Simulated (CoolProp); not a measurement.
Properties of octamethylcyclotetrasiloxane (D4) along the isotherm 346.85 °C (Tc = 313.4 °C, pc = 1.347 MPa, ω = 0.598).

Model: reference Helmholtz-energy equation of state, Thol 2015, in CoolProp.

```json
[
 {"p (MPa)": "0.0107", "phase": "gas", "density (kg/m³)": "0.6171", "Joule-Thomson coefficient (K/MPa)": "7.036", "isothermal compressibility (1/MPa)": "93.67"},
 {"p (MPa)": "0.0219", "phase": "gas", "density (kg/m³)": "1.266", "Joule-Thomson coefficient (K/MPa)": "?", "isothermal compressibility (1/MPa)": "45.87"},
 {"p (MPa)": "0.0449", "phase": "gas", "density (kg/m³)": "2.608", "Joule-Thomson coefficient (K/MPa)": "?", "isothermal compressibility (1/MPa)": "22.49"},
 {"p (MPa)": "0.0922", "phase": "gas", "density (kg/m³)": "5.412", "Joule-Thomson coefficient (K/MPa)": "7.230", "isothermal compressibility (1/MPa)": "11.07"},
 {"p (MPa)": "0.189", "phase": "gas", "density (kg/m³)": "11.34", "Joule-Thomson coefficient (K/MPa)": "7.479", "isothermal compressibility (1/MPa)": "5.522"},
 {"p (MPa)": "0.389", "phase": "gas", "density (kg/m³)": "24.50", "Joule-Thomson coefficient (K/MPa)": "8.063", "isothermal compressibility (1/MPa)": "?"},
 {"p (MPa)": "0.799", "phase": "gas", "density (kg/m³)": "56.68", "Joule-Thomson coefficient (K/MPa)": "9.680", "isothermal compressibility (1/MPa)": "1.582"},
 {"p (MPa)": "1.64", "phase": "supercritical", "density (kg/m³)": "?", "Joule-Thomson coefficient (K/MPa)": "16.64", "isothermal compressibility (1/MPa)": "1.357"},
 {"p (MPa)": "3.37", "phase": "supercritical", "density (kg/m³)": "483.4", "Joule-Thomson coefficient (K/MPa)": "?", "isothermal compressibility (1/MPa)": "0.1119"}
]
```

Q: Fill in the missing entries.

A: 
- 0.0219, Joule-Thomson coefficient (K/MPa): 7.061
- 0.0449, Joule-Thomson coefficient (K/MPa): 7.116
- 0.389, isothermal compressibility (1/MPa): 2.827
- 1.64, density (kg/m³): 175.4
- 3.37, Joule-Thomson coefficient (K/MPa): 2.200
